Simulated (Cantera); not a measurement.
A freely propagating, adiabatic, planar premixed flame of C2H6 : O2 : N2 : H2O = 1 : 2.5 : 9.4 : 0.38 (molar parts), equivalence ratio 1.4, unburnt at 325 K and 0.370 bar; mixture-averaged transport, grid criteria slope 0.08 and curve 0.16, no radiation.

Model: GRI-Mech 3.0 (53 species, 325 reactions), integrated in Cantera. Burning velocities carry a grid error of a few per cent, more on coarse grids.

Problem. What does this change do: inlet temperature 325 to 400 K?

Solution. 
```tsv
quantity	before	after
laminar burning velocity	35.5 cm/s	51.4 cm/s
thermal thickness	1.22 mm	1.10 mm
peak x(H2)	0.0571	0.0568
peak x(CO)	0.0907	0.0921
peak x(CH2O)	0.00208	0.00218
```
